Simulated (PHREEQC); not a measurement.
Solution (10 °C): 0.0015 mol NaHSO4 per kg of water. Closed to the air; pH follows from the charge balance.

Equilibrium calculation in PHREEQC: ion-association model, phreeqc.dat.

Problem. The ionic strength comes out as 0.00427 mol/kgw. What activity coefficients do H+, SO4-2, NaSO4-, HSO4-, Na+ get?

Solution. H+ 0.94, SO4-2 0.76, NaSO4- 0.94, HSO4- 0.93, Na+ 0.93.

No solid was allowed to form. Species that the database lacks are ignored. Away from 25 °C the constants follow the database's enthalpies or fits; those with neither stay at their 25 °C values.
